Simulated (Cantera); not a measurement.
A Cantera script and its output.

```python
import numpy as np
import cantera as ct

gas = ct.Solution("h2o2.yaml")
gas.TPX = 375, 101325, {'H2': 1, 'O2': 0.909, 'N2': 5.45}
inlet = ct.Reservoir(gas, clone=True)
gas.equilibrate("HP")  # start burning
reactor = ct.IdealGasConstPressureReactor(gas, energy="on", clone=False)
exhaust = ct.Reservoir(gas, clone=True)
tau = [0.023, 0.011, 0.0055, 0.0027, 0.0013, 0.00063, 0.00031, 0.00015, 7.2e-05, 3.5e-05, 1.7e-05, 8.3e-06, 4e-06][0]
for a, b in ((inlet, reactor), (reactor, exhaust)):
    ct.MassFlowController(a, b, mdot=lambda t: reactor.mass / tau)
net = ct.ReactorNet([reactor])
show = ['H2', 'O2', 'O', 'H2O', 'H2O2', 'HO2', 'H']

rows = []
print(f"{'tau/s':>10s}{'T/K':>9s}" + "".join(f"{s:>11s}" for s in show))
for tau in [0.023, 0.011, 0.0055, 0.0027, 0.0013, 0.00063, 0.00031, 0.00015, 7.2e-05, 3.5e-05, 1.7e-05, 8.3e-06, 4e-06]:
    net.initial_time = 0.0
    net.advance(30 * tau)
    before = gas.X
    net.advance(40 * tau)
    drift = np.max(np.abs(gas.X - before) / (gas.X + 1e-9))
    rows.append([gas.T, *gas[show].X, drift])
    print(f"{tau:10.3e}{gas.T:9.1f}" + "".join(f"{x:11.3e}" for x in gas[show].X))
```

It prints:

```
     tau/s      T/K         H2         O2          O        H2O       H2O2        HO2          H
 2.300e-02   1427.8  5.113e-04  5.955e-02  2.068e-04  1.447e-01  6.467e-07  1.044e-05  7.198e-05
 1.100e-02   1423.0  8.296e-04  5.959e-02  3.371e-04  1.442e-01  8.833e-07  1.465e-05  1.491e-04
 5.500e-03   1416.0  1.303e-03  5.968e-02  5.274e-04  1.435e-01  1.181e-06  1.935e-05  2.926e-04
 2.700e-03   1404.7  2.065e-03  5.986e-02  8.190e-04  1.423e-01  1.594e-06  2.469e-05  5.762e-04
 1.300e-03   1386.3  3.317e-03  6.025e-02  1.246e-03  1.405e-01  2.189e-06  3.055e-05  1.128e-03
 6.300e-04   1357.3  5.368e-03  6.105e-02  1.793e-03  1.375e-01  3.044e-06  3.679e-05  2.109e-03
 3.100e-04   1312.3  8.951e-03  6.272e-02  2.341e-03  1.326e-01  4.258e-06  4.406e-05  3.653e-03
 1.500e-04   1231.6  1.757e-02  6.713e-02  2.477e-03  1.222e-01  5.920e-06  5.600e-05  5.579e-03
 7.200e-05    375.0  1.359e-01  1.235e-01 -2.649e-22 -4.488e-16 -2.926e-19 -1.201e-18 -8.519e-26
 3.500e-05    375.0  1.359e-01  1.235e-01 -1.260e-25 -2.219e-19 -1.447e-22 -5.938e-22 -4.047e-29
 1.700e-05    375.0  1.359e-01  1.235e-01 -7.919e-27 -1.402e-20 -9.138e-24 -3.751e-23 -2.493e-30
 8.300e-06    375.0  1.359e-01  1.235e-01 -4.989e-28 -8.853e-22 -5.772e-25 -2.369e-24 -1.087e-31
 4.000e-06    375.0  1.359e-01  1.235e-01 -3.147e-29 -5.592e-23 -3.646e-26 -1.497e-25  3.885e-32
```

Detailed kinetics in Cantera: the H2/O2 subset of GRI-Mech 3.0, which has no nitrogen chemistry.
